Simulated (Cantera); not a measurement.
Stirred combustor or abatement burner

A perfectly stirred reactor is fed with CH₄ : CO : O₂ : N₂ : CO₂ = 1 : 0.047 : 4.31 : 16.2 : 1.6 (molar parts), equivalence ratio 0.47, at 780000 Pa; it is adiabatic with a 675 K inlet, and is followed from long to short residence time, starting on the burning branch (τ in s: 0.086, 0.028, 0.0088, 0.0028, 0.0009, 0.00029, 9.2e-05, 3e-05, 9.4e-06, 3e-06).

Computed with Cantera and GRI-Mech 3.0 (53 species, 325 reactions).

```tsv
τ (s)	T (K)	x CH₄	x CO	x O₂	x C₂H₂	x CH₂CO	x N₂O	x OH
0.086	1627	1.14e-5	0.000145	0.0989	6.44e-9	7.71e-9	6.34e-7	0.000166
0.028	1625	2.63e-5	0.000342	0.0990	2.20e-8	3.44e-8	1.04e-6	0.000210
0.0088	1620	6.33e-5	0.000843	0.0993	6.82e-8	1.51e-7	1.64e-6	0.000265
0.0028	1607	0.000164	0.00219	0.100	1.99e-7	6.97e-7	2.09e-6	0.000304
0.00090	1548	0.000739	0.00821	0.104	9.59e-7	7.77e-6	1.56e-6	0.000199
0.00029	675	0.0432	0.00203	0.186	<1e-12	<1e-12	<1e-12	<1e-12
9.2e-5	675	0.0432	0.00203	0.186	<1e-12	<1e-12	<1e-12	<1e-12
3.0e-5	675	0.0432	0.00203	0.186	<1e-12	<1e-12	<1e-12	<1e-12
9.4e-6	675	0.0432	0.00203	0.186	<1e-12	<1e-12	<1e-12	<1e-12
3.0e-6	675	0.0432	0.00203	0.186	<1e-12	<1e-12	<1e-12	<1e-12
```
x: mole fraction; the columns are a selection and need not sum to one.
